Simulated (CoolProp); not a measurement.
Hydrogen chloride at several states: fugacity coefficient from the reference equation and from simpler models built on Tc = 324.7 K, pc = 8314 kPa, ω = 0.130; each cubic takes its own stable root.

Model: reference Helmholtz-energy equation of state, Thol 2018, in CoolProp.

```csv
T (K),p (kPa),phase,reference,van der Waals,Redlich-Kwong,Peng-Robinson
460.5,218,gas,0.9967,0.9968,0.9969,0.9967
313.3,803,gas,0.9599,0.9688,0.9638,0.9598
506.4,27200,supercritical,0.7842,0.7488,0.7881,0.7951
393.2,12300,supercritical,0.7326,0.7363,0.7402,0.7275
```
